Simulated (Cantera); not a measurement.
A Cantera script and its output.

```python
import numpy as np
import cantera as ct

gas = ct.Solution("gri30.yaml")


def delay(T, t_max=10):
    gas.TPX = T, 1600000, {'CH4': 1, 'O2': 2.44, 'N2': 9.17}
    reactor = ct.IdealGasConstPressureReactor(gas, clone=False)
    net = ct.ReactorNet([reactor])
    net.rtol, net.atol = 1e-8, 1e-16
    while net.time < t_max:
        t_old, T_old = net.time, reactor.T
        net.step()
        if reactor.T > T + 400:  # ignition: a rise of 400 K
            return t_old + (T + 400 - T_old) / (reactor.T - T_old) * (net.time - t_old)
    return np.nan


taus = []
for T in [1425, 1500, 1575, 1650, 1725]:
    taus.append(delay(T))
    print(f"T0 = {T:6g} K   tau = {taus[-1]:.4e} s")

# d ln(tau) / d ln(k), from doubling and halving each rate constant
T, sens = 1650, []
for i in range(gas.n_reactions):
    gas.set_multiplier(2.0, i)
    up = delay(T)
    gas.set_multiplier(0.5, i)
    down = delay(T)
    gas.set_multiplier(1.0, i)
    sens.append((np.log(up / down) / np.log(4.0), gas.reaction(i).equation))
sens.sort(key=lambda x: -abs(x[0]))
print(f"sensitivities at {T} K")
for s, eq in sens[:10]:
    print(f"{s:8.3f}  {eq}")
```

Output:

```
T0 =   1425 K   tau = 2.2988e-04 s
T0 =   1500 K   tau = 1.1423e-04 s
T0 =   1575 K   tau = 5.9272e-05 s
T0 =   1650 K   tau = 3.2084e-05 s
T0 =   1725 K   tau = 1.8136e-05 s
sensitivities at 1650 K
  -0.423  CH3 + O2 <=> CH3O + O
   0.318  2 CH3 (+M) <=> C2H6 (+M)
  -0.313  H + O2 <=> O + OH
  -0.253  CH3 + HO2 <=> CH3O + OH
   0.205  CH4 + H <=> CH3 + H2
  -0.136  CH3 + O2 <=> CH2O + OH
  -0.122  CH2O + O2 <=> HCO + HO2
  -0.085  2 CH3 <=> C2H5 + H
  -0.084  CH3 + HO2 <=> CH4 + O2
  -0.063  CH3O + O2 <=> CH2O + HO2
```

Model: GRI-Mech 3.0 (53 species, 325 reactions), integrated in Cantera. The pressure lies above the range GRI-Mech 3.0 was tuned for (to about 10 atm).
